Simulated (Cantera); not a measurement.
Feed: 1 mol c-C4F8, a varied amount of CH4, equilibrated at 3200 K and 750 Torr.

Method: chemical equilibrium by Gibbs-energy minimisation in Cantera with the NASA 1993 tables (ideal gas, pure condensed phases). Candidate condensed phases: C, C6H6, C7H8, C8H18; 95 gas species. The feed counts by its element totals alone. The tables' values for C2F4 are old estimates; treat these amounts as uncertain. Gases not in the tables: C2F6 and larger saturated fluorocarbons. Equilibrium is a limit: real reactors are often held back by kinetics, nucleation or transport.

log p: log10 of the partial pressure in bar; n: condensed amount in mol.

```csv
n(CH4) (mol),log p HF,log p F,log p CF2,log p CF,n C(graphite)
0.22,-0.81,-0.41,-0.43,-1.17,1.60
0.26,-0.75,-0.42,-0.45,-1.18,1.71
0.31,-0.68,-0.43,-0.47,-1.20,1.84
0.36,-0.62,-0.44,-0.50,-1.21,1.97
0.42,-0.56,-0.45,-0.53,-1.22,2.14
0.49,-0.50,-0.47,-0.56,-1.24,2.32
0.58,-0.44,-0.49,-0.61,-1.26,(withheld)
0.68,-0.38,-0.52,-0.66,-1.29,(withheld)
0.8,-0.32,-0.55,-0.73,-1.32,(withheld)
0.94,-0.27,-0.60,-0.81,-1.37,(withheld)
```

Q: Complete the blanks.

A: 
- 0.58, n C(graphite): 2.56
- 0.68, n C(graphite): 2.82
- 0.8, n C(graphite): 3.14
- 0.94, n C(graphite): 3.50
